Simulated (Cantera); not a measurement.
A Cantera script and its output.

```python
import numpy as np
import cantera as ct

gas = ct.Solution("gri30.yaml")
gas.TPX = 1200, 750000, {'C3H8': 1, 'O2': 2.08, 'N2': 7.83}
reactor = ct.IdealGasReactor(gas, energy="on", clone=False)
net = ct.ReactorNet([reactor])
net.rtol, net.atol = 1e-08, 1e-16
show = ['C3H8', 'O2', 'H', 'C2H2', 'N2O', 'CO2', 'CH4']
times = np.geomspace(8e-06, 2, 15)

steps = ct.SolutionArray(gas, extra=["t"])
rows = []
print(f"{'t/s':>10s}{'T/K':>9s}{'P/Pa':>11s}" + "".join(f"{s:>11s}" for s in show))
for t in times:
    while net.time < t:
        t_next = net.step()
        steps.append(gas.state, t=t_next)
    rows.append([np.interp(t, steps.t, y) for y in (steps.T, steps.P, *steps(*show).X.T)])
    print(f"{t:10.3e}{rows[-1][0]:9.1f}{rows[-1][1]:11.4g}" + "".join(f"{x:11.3e}" for x in rows[-1][2:]))
rate = np.gradient(steps.T, steps.t)
print("integrator steps:", len(steps.t))
if steps.T.max() > steps.T[0] + 200:
    print(f"time of steepest temperature rise: {steps.t[rate.argmax()]:.4e} s")
gas.TPX = 1200, 750000, {'C3H8': 1, 'O2': 2.08, 'N2': 7.83}
gas.equilibrate("UV")
print(f"equilibrium (UV): T = {gas.T:.1f} K  " + "  ".join(f"{s} {gas[s].X[0]:.3e}" for s in show))
```

Output:

```
       t/s      T/K       P/Pa       C3H8         O2          H       C2H2        N2O        CO2        CH4
 8.000e-06   1200.0    7.5e+05  9.165e-02  1.906e-01  2.564e-09  2.934e-12  9.910e-13  3.689e-11  1.264e-06
 1.944e-05   1199.9    7.5e+05  9.163e-02  1.906e-01  7.128e-09  6.577e-11  5.134e-12  8.101e-10  8.233e-06
 4.723e-05   1199.8    7.5e+05  9.151e-02  1.906e-01  1.348e-08  1.644e-09  1.836e-11  1.231e-08  4.901e-05
 1.148e-04   1199.8  7.502e+05  9.115e-02  1.904e-01  1.455e-08  2.023e-08  4.752e-11  6.348e-08  1.868e-04
 2.788e-04   1199.9  7.509e+05  9.022e-02  1.900e-01  1.748e-08  1.620e-07  1.239e-10  2.144e-07  5.456e-04
 6.775e-04   1200.8  7.533e+05  8.758e-02  1.888e-01  2.766e-08  1.245e-06  3.629e-10  8.625e-07  1.536e-03
 1.646e-03   1215.8  7.719e+05  7.568e-02  1.819e-01  1.491e-07  1.656e-05  1.701e-09  1.584e-05  5.482e-03
 4.000e-03   2480.3   2.11e+06  3.268e-24  1.583e-07  2.263e-03  1.752e-10  6.344e-09  1.049e-02  3.763e-08
 9.719e-03   2480.5   2.11e+06  2.897e-24  1.586e-07  2.266e-03  1.656e-10  3.404e-09  1.049e-02  3.575e-08
 2.362e-02   2480.5   2.11e+06  2.886e-24  1.586e-07  2.266e-03  1.653e-10  3.305e-09  1.049e-02  3.569e-08
 5.738e-02   2480.5   2.11e+06  2.886e-24  1.586e-07  2.266e-03  1.653e-10  3.305e-09  1.049e-02  3.569e-08
 1.394e-01   2480.5   2.11e+06  2.886e-24  1.586e-07  2.266e-03  1.653e-10  3.305e-09  1.049e-02  3.569e-08
 3.388e-01   2480.5   2.11e+06  2.886e-24  1.586e-07  2.266e-03  1.653e-10  3.305e-09  1.049e-02  3.569e-08
 8.231e-01   2480.5   2.11e+06  2.886e-24  1.586e-07  2.266e-03  1.653e-10  3.305e-09  1.049e-02  3.569e-08
 2.000e+00   2480.5   2.11e+06  2.886e-24  1.586e-07  2.266e-03  1.653e-10  3.305e-09  1.049e-02  3.569e-08
integrator steps: 2553
time of steepest temperature rise: 2.0648e-03 s
equilibrium (UV): T = 2480.5 K  C3H8 3.689e-24  O2 1.586e-07  H 2.266e-03  C2H2 1.837e-10  N2O 3.305e-09  CO2 1.049e-02  CH4 3.978e-08
```

Cantera simulation using GRI-Mech 3.0 (53 species, 325 reactions); the numbers are that mechanism's predictions, not measurements. GRI-Mech 3.0 was tuned for natural gas; its chemistry of propane as a main component is partial and can be far from experiment.
